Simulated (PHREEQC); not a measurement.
A solution holds 0.12 mol/kgw NaHSO4 and 0.0004 mol/kgw CuCl2, at 25 °C. Closed to the air; pH follows from the charge balance.

All values are PHREEQC results (ion-association model, wateq4f.dat), not measurements.

No solid was allowed to form.

Q: Predict the pH, ionic strength.

A: pH 1.39; ionic strength 0.209 mol/kgw.

Q: In which forms is S present?

A: HSO4- 57 %, SO4-2 37 %, NaSO4- 5.9 % of the S.

Species that the database lacks are ignored.
